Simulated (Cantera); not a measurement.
A closed system holds: 1 mol CH₃SiCl₃, 0.075 mol C₂H₂, 290 mol H₂, at 0.300 bar.

These are equilibrium values from Cantera (NASA tables, ideal gas, pure condensed phases), not measurements of a reactor. Candidate condensed phases: C, C₆H₆, C₇H₈, C₈H₁₈, Si, SiC; 109 gas species. The feed counts by its element totals alone. Equilibrium is a limit: real reactors are often held back by kinetics, nucleation or transport.

Task: At 1573 K, list the 5 most abundant gas species with their mole fractions, and the condensed phases.

Result: H₂ 0.989, HCl 0.0102, CH₄ 0.000481, H 7.38e-5, C₂H₂ (acetylene) 1.63e-5. Condensed: SiC(s).
